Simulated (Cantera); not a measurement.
An isothermal, constant-pressure homogeneous reactor starts with H₂ : O₂ : N₂ = 1.2 : 1 : 4 (molar parts), equivalence ratio 0.60, at 1300 K and 0.160 bar.

Computed with Cantera and the H2/O2 subset of GRI-Mech 3.0, which has no nitrogen chemistry. The temperature is held fixed by assumption; the heat of reaction is taken as removed at once.

x: mole fraction; the columns are a selection and need not sum to one.

```
t (s)         x H₂    x O₂    x HO₂      x OH    x H₂O    x H₂O₂      x H
--------  --------  ------  -------  --------  -------  --------  -------
2.00e-5      0.194   0.161  4.00e-8   1.02e-8  5.71e-8  1.64e-10  8.04e-8
0.000138     0.187   0.158        …         …        …         …        …
0.000946    0.0102  0.0742  1.18e-5   0.00456    0.188   1.45e-6   0.0170
0.00650   0.000257  0.0713  3.31e-6  0.000666    0.214   3.75e-7  5.38e-5
0.0447           …  0.0714        …         …    0.214         …        …
0.308      6.49e-7  0.0714  2.14e-8   3.62e-5    0.214   4.19e-9  8.22e-9
2.11       1.82e-7  0.0714  1.54e-8   1.90e-5    0.214   1.30e-9  1.23e-9
14.5       1.75e-7  0.0714  1.54e-8   1.86e-5    0.214   1.26e-9  1.17e-9
100        1.75e-7  0.0714  1.54e-8   1.86e-5    0.214   1.26e-9  1.17e-9
```

Question: What belongs in the gaps?

Answer: 
- 0.000138, x HO₂: 9.06e-6
- 0.000138, x OH: 0.000494
- 0.000138, x H₂O: 0.00454
- 0.000138, x H₂O₂: 9.40e-8
- 0.000138, x H: 0.00367
- 0.0447, x H₂: 7.25e-6
- 0.0447, x HO₂: 1.60e-7
- 0.0447, x OH: 0.000118
- 0.0447, x H₂O₂: 3.29e-8
- 0.0447, x H: 2.86e-7
